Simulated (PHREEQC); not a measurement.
Synthetic water in mmol/kgw, 15 °C, pH 7.54: Na 490; K 0.332; Ca 3.36; Mg 9.63; Cl 512; S(6) 11.9; Alkalinity (meq/kgw) 0.736; B 0.24; Si 1.5.

Valence states are taken as typed.

Computed with PHREEQC (Pitzer model, pitzer.dat).

| Quantity | Value |
|---|---|
| ionic strength | 0.551 mol/kgw |
| activity of water | 0.983 |
| specific conductance | 36300 µS/cm |
| density | 1.021 g/cm³ |
| osmotic coefficient | 0.912 |
| charge-balance error | -1.9 % |

```csv
species,molality,activity,log γ
Cl-,0.512,0.328,-0.193
Na+,0.490,0.346,-0.150
SO4-2,0.0119,0.00128,-0.967
Mg+2,0.00963,0.00263,-0.564
Ca+2,0.00336,0.000846,-0.599
H4SiO4,0.00149,0.00159,0.028
HCO3-,0.000703,0.000475,-0.170
K+,0.000332,0.000219,-0.181
B(OH)3,0.000230,0.000230,-0.001
CO2,3.28e-5,3.57e-5,0.037
H3SiO4-,1.06e-5,5.60e-6,-0.278
B(OH)4-,9.23e-6,4.52e-6,-0.310
CO3-2,4.88e-6,6.00e-7,-0.910
MgCO3,1.16e-6,1.16e-6,0.000
```

Precipitation was switched off in this run.
